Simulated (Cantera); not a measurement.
# Diamond growth

A diamond (100) surface in a fixed gas of H2 with x(CH4) = 0.0039, x(CH3) = 0.0019, at 1323 K, 0.158 atm; coverages are run to steady state.

Cantera simulation using the Harris–Goodwin 1993 mechanism for the reconstructed diamond (100) surface; the numbers are that mechanism's predictions, not measurements.

| x(H) | growth (µm/h) | θ c6HH | θ c6H* | θ c6*H | θ c6** | θ c6HM |
|---|---|---|---|---|---|---|
| 0.0001 | 1.83 | 0.664 | 0.0281 | 0.289 | 0.00287 | 0.00329 |
| 0.00024 | 6.86 | 0.536 | 0.0383 | 0.394 | 0.00760 | 0.00476 |
| 0.00056 | 17.9 | 0.450 | 0.0449 | 0.462 | 0.0158 | 0.00612 |
| 0.0013 | 36.6 | 0.402 | 0.0483 | 0.497 | 0.0267 | 0.00727 |
| 0.0031 | 66.2 | 0.377 | 0.0500 | 0.513 | 0.0372 | 0.00795 |
| 0.0074 | 113 | 0.366 | 0.0508 | 0.520 | 0.0445 | 0.00771 |
| 0.017 | 180 | 0.362 | 0.0515 | 0.524 | 0.0485 | 0.00651 |
| 0.041 | 271 | 0.361 | 0.0526 | 0.527 | 0.0509 | 0.00452 |
| 0.098 | 356 | 0.361 | 0.0547 | 0.527 | 0.0526 | 0.00261 |
θ: site fractions in the mechanism's names (c6HH fully hydrogenated, c6H* and c6*H radical sites, c6** diradical, c6HM methylated).
